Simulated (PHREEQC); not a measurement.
Dissolve 1.7 mmol/kgw LiOH at 20 °C. Closed to the air; pH follows from the charge balance.

Model: ion-association model, phreeqc.dat, run in PHREEQC.

```
Item                           Result
--------------------  ---------------
pH                              11.38
ionic strength        0.00170 mol/kgw
specific conductance        346 µS/cm
total alkalinity          1.70 meq/kg
```

| species | molality | activity | log γ |
|---|---|---|---|
| OH- | 0.00170 | 0.00162 | -0.020 |
| Li+ | 0.00170 | 0.00163 | -0.019 |

Precipitation was switched off in this run. Complexes and solids missing from the database can't appear.
